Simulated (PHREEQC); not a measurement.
Make-up at 30 °C: 0.14 mol/kgw HF, 0.028 mol/kgw CsF and 4e-05 mol/kgw H2SiF6. Closed to the air; pH follows from the charge balance.

Model: ion-association model, wateq4f.dat, run in PHREEQC.

Precipitation was switched off in this run.

Task: What pH, ionic strength does the model give?

Result: pH 2.53; ionic strength 0.0314 mol/kgw.

Task: In which forms is F present?

Result: HF 54 %, H2F2 22 %, F- 14 %, HF2- 10.0 % of the F.

Species that the database lacks are ignored. wateq4f.dat counts part of the HF as a dimer, H2F2, which phreeqc.dat doesn't know; its constant is uncertain. SiF6-2 is the database's only silicon fluoride.
